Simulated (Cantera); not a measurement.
A freely propagating, adiabatic, planar premixed flame of H2 : O2 : N2 = 1 : 0.278 : 0.722 (molar parts), equivalence ratio 1.8, unburnt at 700 K and 5.00 bar; mixture-averaged transport, grid criteria slope 0.08 and curve 0.16, no radiation.

Model: the H2/O2 subset of GRI-Mech 3.0, which has no nitrogen chemistry, integrated in Cantera. The hydrogen kinetics of GRI-Mech 3.0 are dated; newer H2 mechanisms differ, most at raised pressure. Burning velocities carry a grid error of a few per cent, more on coarse grids.

Problem. What does this change do: inlet temperature 700 to 400 K?

Solution. 
| quantity | before | after |
|---|---|---|
| laminar burning velocity | 1620 cm/s | 657 cm/s |
| thermal thickness | 0.0574 mm | 0.0450 mm |
| peak x(HO2) | 0.000862 | 0.00134 |
| peak x(H) | 0.0882 | 0.0675 |
| peak x(OH) | 0.0128 | 0.00868 |
